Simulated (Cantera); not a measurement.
## Adiabatic ignition

An adiabatic, constant-volume homogeneous reactor starts with 6.26 % CH₄, 0.814 % C₂H₆, 0.194 % C₃H₈, 19.5 % O₂, 73.3 % N₂, at 1225 K and 7500 Torr.

Detailed kinetics in Cantera: GRI-Mech 3.0 (53 species, 325 reactions).

```
t (s)     T (K)  P (bar)   x CH₄   x C₂H₆   x C₃H₈    x C₂H₄     x CH₂
--------  -----  -------  ------  -------  -------  --------  --------
2.00e-6    1225    10.00  0.0626  0.00814  0.00194   5.49e-8    <1e-12
6.32e-6    1225    10.00  0.0626  0.00814  0.00194   2.24e-7    <1e-12
2.00e-5    1225    10.00  0.0626  0.00814  0.00194   1.06e-6    <1e-12
6.32e-5    1225    10.00  0.0626  0.00813  0.00194   7.30e-6    <1e-12
0.000200   1226     10.0  0.0625  0.00806  0.00191  0.000119  2.05e-11
0.000632   2929     24.5  <1e-12   <1e-12   <1e-12    <1e-12    <1e-12
0.00200    2915     24.4  <1e-12   <1e-12   <1e-12    <1e-12    <1e-12
0.00632    2915     24.4  <1e-12   <1e-12   <1e-12    <1e-12    <1e-12
0.0200     2915     24.4  <1e-12   <1e-12   <1e-12    <1e-12    <1e-12
0.0632     2915     24.4  <1e-12   <1e-12   <1e-12    <1e-12    <1e-12
0.200      2915     24.4  <1e-12   <1e-12   <1e-12    <1e-12    <1e-12
0.632      2915     24.4  <1e-12   <1e-12   <1e-12    <1e-12    <1e-12
2.00       2915     24.4  <1e-12   <1e-12   <1e-12    <1e-12    <1e-12
```
x: mole fraction; the columns are a selection and need not sum to one.

```yaml
time_of_steepest_temperature_rise: 0.569 ms
temperature at 2.00 s: 2915 K
equilibrium_temperature: 2915 K
x(CH₄) at 2.00 s: <1e-12 (gas-phase equilibrium <1e-12)
x(C₂H₆) at 2.00 s: <1e-12 (gas-phase equilibrium <1e-12)
x(C₃H₈) at 2.00 s: <1e-12 (gas-phase equilibrium <1e-12)
```
